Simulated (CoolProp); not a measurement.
C2F6 (R116) along the isobar 101 kPa: Z from the reference equation and from simpler models built on Tc = 19.9 °C, pc = 3048 kPa, ω = 0.257; each cubic takes its own stable root.

The numbers come from the reference Helmholtz-energy equation of state, Lemmon 2006 in CoolProp. It is a short technical equation, of lower accuracy than the large ones.

```csv
T (°C),phase,reference
-79.55,liquid,0.005374
-71.45,gas,0.9601
-63.35,gas,0.9653
-55.25,gas,0.9696
-47.05,gas,0.9732
-38.95,gas,0.9762
-30.85,gas,0.9788
-22.75,gas,0.9811
-14.65,gas,0.9830
-6.55,gas,0.9847
1.65,gas,0.9862
```

Problem. How far does each simpler model (van der Waals, Redlich-Kwong, Soave-Redlich-Kwong, Peng-Robinson) lie from the reference over these 11 states: mean and median of the absolute difference, and the worst?

Solution. 
- van der Waals: mean 1638.6 %, median 0.7 %, worst +18016.9 % at -79.55 °C and 101 kPa
- Redlich-Kwong: mean 1620.7 %, median 0.2 %, worst +17825.2 % at -79.55 °C and 101 kPa
- Soave-Redlich-Kwong: mean 0.5 %, median 0.1 %, worst +4.6 % at -79.55 °C and 101 kPa
- Peng-Robinson: mean 0.8 %, median 0.2 %, worst -7.5 % at -79.55 °C and 101 kPa

At some of these states van der Waals, Redlich-Kwong gives the other phase, because its saturation line lies elsewhere.
